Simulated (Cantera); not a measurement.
An adiabatic, constant-volume homogeneous reactor starts with H2 : O2 : N2 : NO = 1 : 0.333 : 1.25 : 0.0043 (molar parts), at 1175 K and 1.00 bar.

Computed with Cantera and GRI-Mech 3.0 (53 species, 325 reactions). The mechanism lacks 2 NO + O2 → 2 NO2 and HONO, so NO2 and the effect of NO are under-described below about 1400 K.

x: mole fraction; the columns are a selection and need not sum to one.

```json
[
 {"t (s)": "1.00e-6", "T (K)": "1175", "P (bar)": "1.00", "x H2": "0.387", "x O2": "0.129", "x H": "2.22e-9", "x O": "1.28e-10", "x NO": "0.00166", "x NO2": "5.28e-11", "x H2O": "2.92e-10"},
 {"t (s)": "2.68e-6", "T (K)": "1175", "P (bar)": "1.00", "x H2": "0.387", "x O2": "0.129", "x H": "7.69e-9", "x O": "6.01e-10", "x NO": "0.00166", "x NO2": "3.60e-10", "x H2O": "3.17e-9"},
 {"t (s)": "7.20e-6", "T (K)": "1175", "P (bar)": "1.00", "x H2": "0.387", "x O2": "0.129", "x H": "4.75e-8", "x O": "4.11e-9", "x NO": "0.00166", "x NO2": "2.81e-9", "x H2O": "4.37e-8"},
 {"t (s)": "1.93e-5", "T (K)": "1175", "P (bar)": "1.00", "x H2": "0.387", "x O2": "0.129", "x H": "1.86e-6", "x O": "1.65e-7", "x NO": "0.00166", "x NO2": "6.48e-8", "x H2O": "2.40e-6"},
 {"t (s)": "5.18e-5", "T (K)": "1406", "P (bar)": "1.19", "x H2": "0.284", "x O2": "0.0864", "x H": "0.0536", "x O": "0.00518", "x NO": "0.00167", "x NO2": "1.32e-7", "x H2O": "0.0778"},
 {"t (s)": "0.000139", "T (K)": "2939", "P (bar)": "2.25", "x H2": "0.144", "x O2": "0.00205", "x H": "0.0341", "x O": "0.00285", "x NO": "…", "x NO2": "…", "x H2O": "0.259"},
 {"t (s)": "0.000373", "T (K)": "2942", "P (bar)": "2.25", "x H2": "0.144", "x O2": "0.00195", "x H": "0.0335", "x O": "0.00273", "x NO": "…", "x NO2": "…", "x H2O": "0.259"},
 {"t (s)": "0.00100", "T (K)": "2940", "P (bar)": "2.25", "x H2": "0.144", "x O2": "0.00193", "x H": "0.0334", "x O": "0.00270", "x NO": "0.00349", "x NO2": "3.03e-7", "x H2O": "0.259"},
 {"t (s)": "0.00268", "T (K)": "2940", "P (bar)": "2.25", "x H2": "0.144", "x O2": "0.00192", "x H": "0.0334", "x O": "0.00270", "x NO": "0.00351", "x NO2": "3.04e-7", "x H2O": "0.259"},
 {"t (s)": "0.00720", "T (K)": "2940", "P (bar)": "2.25", "x H2": "0.144", "x O2": "0.00192", "x H": "0.0334", "x O": "0.00270", "x NO": "0.00351", "x NO2": "3.04e-7", "x H2O": "0.259"},
 {"t (s)": "0.0193", "T (K)": "2940", "P (bar)": "2.25", "x H2": "0.144", "x O2": "0.00192", "x H": "0.0334", "x O": "0.00270", "x NO": "0.00351", "x NO2": "3.04e-7", "x H2O": "0.259"},
 {"t (s)": "0.0518", "T (K)": "2940", "P (bar)": "2.25", "x H2": "0.144", "x O2": "0.00192", "x H": "0.0334", "x O": "0.00270", "x NO": "0.00351", "x NO2": "3.04e-7", "x H2O": "0.259"},
 {"t (s)": "0.139", "T (K)": "2940", "P (bar)": "2.25", "x H2": "0.144", "x O2": "0.00192", "x H": "0.0334", "x O": "0.00270", "x NO": "0.00351", "x NO2": "3.04e-7", "x H2O": "0.259"},
 {"t (s)": "0.373", "T (K)": "2940", "P (bar)": "2.25", "x H2": "0.144", "x O2": "0.00192", "x H": "0.0334", "x O": "0.00270", "x NO": "0.00351", "x NO2": "3.04e-7", "x H2O": "0.259"},
 {"t (s)": "1.00", "T (K)": "2940", "P (bar)": "2.25", "x H2": "0.144", "x O2": "0.00192", "x H": "0.0334", "x O": "0.00270", "x NO": "0.00351", "x NO2": "3.04e-7", "x H2O": "0.259"}
]
```

Question: Fill in the missing entries.

Answer: 
- 0.000139, x NO: 0.00228
- 0.000139, x NO2: 2.00e-7
- 0.000373, x NO: 0.00309
- 0.000373, x NO2: 2.70e-7
